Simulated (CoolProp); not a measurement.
Vapour-liquid equilibrium of n-heptane (1) + p-xylene (2) at 0.0642 MPa; x and y are mole fractions of (1).

Model: multi-fluid Helmholtz-energy mixture model, Span 2003 and Zhou 2012; pair parameters Bell 2016, in CoolProp.

```csv
x,bubble temperature (°C),y at the bubble point,dew temperature at overall composition x (°C),liquid density (mol/L)
0.05,117.6,0.162,120.7,[?]
0.125,112.2,0.341,[?],7.145
0.2,107.7,0.471,116.5,7.076
0.275,[?],0.569,114.3,7.003
0.35,100.8,0.646,111.9,6.927
0.425,98.1,[?],109.4,6.850
0.5,95.6,0.763,106.7,6.772
0.575,93.4,0.809,103.8,6.694
0.65,[?],[?],100.7,6.617
0.725,89.6,0.886,97.4,6.540
0.8,87.8,0.920,93.9,6.464
0.875,86.2,0.951,90.1,6.390
0.95,84.6,0.981,86.2,6.316
```

Problem. Complete the blanks.

Solution. 
- 0.05, liquid density (mol/L): 7.207
- 0.125, dew temperature at overall composition x (°C): 118.7
- 0.275, bubble temperature (°C): 104.0
- 0.425, y at the bubble point: 0.710
- 0.65, bubble temperature (°C): 91.4
- 0.65, y at the bubble point: 0.849

No azeotrope shows between x = 0.05 and 0.95.

The pair parameters rest on a limited set of measurements; away from them the model extrapolates.
